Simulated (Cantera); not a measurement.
Input: 1 mol Si2Cl6, a varied amount of N2, held at 750 K and 0.00133 bar.

Cantera equilibrium calculation (NASA polynomials, part measured and part estimated; ideal gas, pure solids and liquids). Candidate condensed phases: Si, Si3N4; 13 gas species. The feed counts by its element totals alone. N2 is the only nitrogen source here; it is nearly inert below about 1500 K, so the nitride shown seldom forms there in practice. The tables' values for SiCl3 are old estimates; treat these amounts as uncertain. Kinetics and transport are ignored.

x: gas mole fraction; n: condensed amount in mol.

```json
[
 {"n(N2) (mol)": "0.25", "x SiCl4": "1.000", "x N2": "<1e-12", "x SiCl3": "0.000447", "x SiCl2": "?", "n Si(s)": "0.125", "n Si3N4(s)": "0.125"},
 {"n(N2) (mol)": "0.48", "x SiCl4": "0.911", "x N2": "0.0891", "x SiCl3": "2.47e-6", "x SiCl2": "?", "n Si(s)": "0", "n Si3N4(s)": "0.167"},
 {"n(N2) (mol)": "0.9", "x SiCl4": "0.726", "x N2": "0.274", "x SiCl3": "1.73e-6", "x SiCl2": "?", "n Si(s)": "0", "n Si3N4(s)": "0.167"},
 {"n(N2) (mol)": "1.7", "x SiCl4": "0.523", "x N2": "0.477", "x SiCl3": "1.23e-6", "x SiCl2": "?", "n Si(s)": "0", "n Si3N4(s)": "0.167"},
 {"n(N2) (mol)": "3.2", "x SiCl4": "0.344", "x N2": "0.656", "x SiCl3": "8.51e-7", "x SiCl2": "?", "n Si(s)": "0", "n Si3N4(s)": "0.167"},
 {"n(N2) (mol)": "6", "x SiCl4": "0.209", "x N2": "0.791", "x SiCl3": "5.69e-7", "x SiCl2": "?", "n Si(s)": "0", "n Si3N4(s)": "0.167"},
 {"n(N2) (mol)": "11", "x SiCl4": "0.123", "x N2": "0.877", "x SiCl3": "3.76e-7", "x SiCl2": "?", "n Si(s)": "0", "n Si3N4(s)": "0.167"},
 {"n(N2) (mol)": "21", "x SiCl4": "0.0677", "x N2": "0.932", "x SiCl3": "2.37e-7", "x SiCl2": "?", "n Si(s)": "0", "n Si3N4(s)": "0.167"}
]
```

Task: Some entries are withheld; supply them.

Result: 
- 0.25, x SiCl2: 3.70e-5
- 0.48, x SiCl2: 1.23e-9
- 0.9, x SiCl2: 7.57e-10
- 1.7, x SiCl2: 5.34e-10
- 3.2, x SiCl2: 3.89e-10
- 6, x SiCl2: 2.86e-10
- 11, x SiCl2: 2.12e-10
- 21, x SiCl2: 1.54e-10
